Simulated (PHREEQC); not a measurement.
Synthetic water in mg/kgw, 25 °C, pH 6.29:

```tsv
constituent	mg/kgw
Na	3590
K	473
Ca	54.1
Mg	90.4
Cl	4680
S(6) as SO4	2390
Alkalinity as HCO3	0.156
```

Valence states are taken as typed.

The numbers come from PHREEQC with the Pitzer model, pitzer.dat.

```json
[
 {"quantity": "HCO3- (mol/kgw)", "before": "3.58e-6", "after": "4.22e-6"},
 {"quantity": "CO2 (mol/kgw)", "before": "3.07e-6", "after": "3.43e-6"},
 {"quantity": "HSO4- (mol/kgw)", "before": "3.68e-7", "after": "2.37e-6"},
 {"quantity": "MgOH+ (mol/kgw)", "before": "3.54e-9", "after": "2.97e-7"},
 {"quantity": "CO3-2 (mol/kgw)", "before": "1.06e-9", "after": "2.06e-9"},
 {"quantity": "MgCO3 (mol/kgw)", "before": "2.07e-10", "after": "6.85e-10"},
 {"quantity": "SI of Gypsum (CaSO4:2H2O)", "before": "-1.17", "after": "-1.10"},
 {"quantity": "SI of Mirabilite (Na2SO4:10H2O)", "before": "-2.93", "after": "-4.58"}
]
```

Problem. Which change was made?
A. pH from 6.29 to 5.99 at the same alkalinity
B. temperature from 25 to 90 °C at the same typed pH
C. S(6) from 2390 to 7170 mg/kgw
D. K from 473 to 1420 mg/kgw

Solution. B, temperature from 25 to 90 °C at the same typed pH

This is a speciation only: nothing precipitates in the calculation. Constants without temperature data keep their 25 °C values here.
